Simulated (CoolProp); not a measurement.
A simple Rankine cycle with ethanol: condensing at 324.15 K, boiler at 0.448 MPa, turbine inlet 409.7 K, turbine efficiency 0.8, pump efficiency 0.6, no recuperator. Each further row changes one setting.

Model: reference Helmholtz-energy equation of state, Schroeder 2014, in CoolProp.

| case | thermal efficiency (%) | net work (kJ/kg) | heat in (kJ/kg) | turbine exit temperature (K) | volume ratio over the turbine |
|---|---|---|---|---|---|
| as stated | 13.0 | 131 | 1010 | 324.1 | 12.0 |
| turbine inlet 429.7 K | 13.2 | 138 | 1050 | 338.2 | 11.9 |
| condensing temperature 316.15 K | 14.3 | 148 | 1030 | 316.2 | 17.3 |
| boiler pressure 0.314 MPa | 11.5 | 117 | 1020 | 331.0 | 8.52 |
| turbine efficiency 0.7 | 11.3 | 114 | 1010 | 327.2 | 12.3 |

The expansion ends wet for: as stated; condensing temperature 316.15 K.
